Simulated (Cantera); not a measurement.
Cantera run, input and output.

```python
import numpy as np
import cantera as ct

gas = ct.Solution("h2o2.yaml")
gas.TPX = 525, 90000, {'H2': 1, 'O2': 0.357, 'N2': 1.11, 'H2O': 0.13}
flame = ct.FreeFlame(gas, width=0.043)
flame.set_refine_criteria(ratio=3, slope=0.08, curve=0.16)
flame.transport_model = "mixture-averaged"
flame.solve(loglevel=0, auto=True)
flame.transport_model = "multicomponent"
flame.soret_enabled = True
flame.solve(loglevel=0, refine_grid=True)
z, T = flame.grid, flame.T
thick = (T[-1] - T[0]) / np.gradient(T, z).max()
show = ['H2', 'O2', 'H2O', 'OH', 'H', 'HO2']
print(f"laminar burning velocity  {flame.velocity[0] * 100:.3f} cm/s")
print(f"burnt temperature         {T[-1]:.1f} K")
print(f"thermal thickness         {thick * 1e3:.4f} mm")
print(f"grid points               {len(z)}")
z0 = z[flame.heat_release_rate.argmax()]
print(f"{'z/mm':>9s}{'T/K':>9s}{'u/(m/s)':>9s}" + "".join(f"{s:>11s}" for s in show))
rows = []
for k in (-3, -2, -1.5, -1, -0.5, -0.25, 0, 0.25, 0.5, 1, 2, 4, 8):
    zz = z0 + k * thick
    rows.append([k * thick, np.interp(zz, z, T), np.interp(zz, z, flame.velocity),
                 *(np.interp(zz, z, flame.X[gas.species_index(s)]) for s in show)])
    print(f"{rows[-1][0] * 1e3:9.3f}{rows[-1][1]:9.1f}{rows[-1][2]:9.3f}" + "".join(f"{x:11.3e}" for x in rows[-1][3:]))
```

It prints:

```
laminar burning velocity  704.280 cm/s
burnt temperature         2463.5 K
thermal thickness         0.4503 mm
grid points               137
     z/mm      T/K  u/(m/s)         H2         O2        H2O         OH          H        HO2
   -1.351    525.0    7.043  3.851e-01  1.375e-01  5.006e-02  6.310e-17  1.290e-16  2.325e-13
   -0.901    525.0    7.043  3.851e-01  1.375e-01  5.006e-02  6.865e-15  1.556e-14  2.203e-11
   -0.676    525.0    7.043  3.851e-01  1.375e-01  5.006e-02  3.563e-13  2.337e-12  1.086e-09
   -0.450    525.0    7.042  3.850e-01  1.375e-01  5.007e-02  2.865e-11  1.246e-09  9.268e-08
   -0.225    535.1    7.094  3.766e-01  1.391e-01  5.099e-02  1.889e-05  4.628e-05  1.799e-04
   -0.113    752.9    9.641  3.383e-01  1.358e-01  7.036e-02  9.067e-04  5.061e-03  2.920e-04
    0.000   1218.5   15.190  2.368e-01  9.487e-02  1.594e-01  3.152e-03  4.187e-02  1.013e-04
    0.113   1541.0   19.049  1.355e-01  3.267e-02  2.730e-01  8.866e-03  7.804e-02  3.049e-05
    0.225   1687.7   20.750  1.113e-01  1.372e-02  3.080e-01  1.201e-02  8.050e-02  1.187e-05
    0.450   1834.9   22.368  1.115e-01  8.616e-03  3.201e-01  1.406e-02  6.856e-02  6.685e-06
    0.901   1987.1   23.970  1.156e-01  6.263e-03  3.294e-01  1.480e-02  5.337e-02  4.355e-06
    1.801   2134.7   25.466  1.185e-01  4.080e-03  3.403e-01  1.410e-02  3.903e-02  2.656e-06
    3.603   2261.8   26.710  1.202e-01  2.320e-03  3.510e-01  1.201e-02  2.699e-02  1.503e-06
```

Cantera simulation using the H2/O2 subset of GRI-Mech 3.0, which has no nitrogen chemistry; the numbers are that mechanism's predictions, not measurements. Burning velocities carry a grid error of a few per cent, more on coarse grids.
